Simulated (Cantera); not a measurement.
An isothermal, constant-pressure homogeneous reactor starts with 18.9 % NH3, 81.1 % H2, at 1900 K and 1.50 bar.

Cantera simulation using the gas-phase N/H chemistry of the illustrative SiF4/NH3 mechanism in the Surface Chemkin manual (1991); the numbers are that mechanism's predictions, not measurements. Walls and surfaces, which speed up NH3 decomposition in real reactors, are not modelled.

One state of this run: x NH3 = 0.175; x H2 = 0.819; x NH2 = 0.000207; x N2H2 = 3.26e-7; x N2H4 = 7.00e-8; x N2 = 0.00554; x H = 0.000346. x: mole fraction; the columns are a selection and need not sum to one.

### Question
Which value of t (s) does it belong to?
A. 0.00949
B. 0.000300
C. 0.300
D. 0.0300

### Answer
A, 0.00949
